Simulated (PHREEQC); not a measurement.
## Brine: an equilibrium model

Solution (25 °C): 2.5 mol/kgw CaCl2, 1.4 mol/kgw MnCl2 and 0.25 mol/kgw MgCl2. Closed to the air; pH follows from the charge balance.

Equilibrium calculation in PHREEQC: Pitzer model, pitzer.dat.

Each row changes one thing in this solution. This is a speciation only: nothing precipitates in the calculation.

```json
[
 {"case": "as made", "pH": "4.56", "SI of Bischofite (MgCl2:6H2O)": "-2.95", "SI of MgCl2_4H2O (MgCl2:4H2O)": "-4.94"},
 {"case": "MnCl2 replaced by SrCl2 at the same molality", "pH": "4.48", "SI of Bischofite (MgCl2:6H2O)": "-2.86", "SI of MgCl2_4H2O (MgCl2:4H2O)": "-4.82"},
 {"case": "CaCl2 from 2.5 to 2.75 mol/kgw", "pH": "4.41", "SI of Bischofite (MgCl2:6H2O)": "-2.80", "SI of MgCl2_4H2O (MgCl2:4H2O)": "-4.74"}
]
```

In brines, pH and single-ion activities rest on the MacInnes convention.
